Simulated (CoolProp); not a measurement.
Model: reference Helmholtz-energy equation of state, Colonna 2008, in CoolProp. It is a short technical equation, of lower accuracy than the large ones.

### Question
Give the vapour pressure (bar), vapour density (kg/m³), enthalpy of vaporisation (kJ/kg), liquid cp (kJ/(kg K)) of saturated dodecamethylcyclohexasiloxane (D6) at 320.95 °C.

### Answer
| T (°C) | p (bar) | vapour density (kg/m³) | enthalpy of vaporisation (kJ/kg) | liquid cp (kJ/(kg K)) |
|---|---|---|---|---|
| 320.95 | 4.30 | 55.4 | 69.0 | 2.27 |
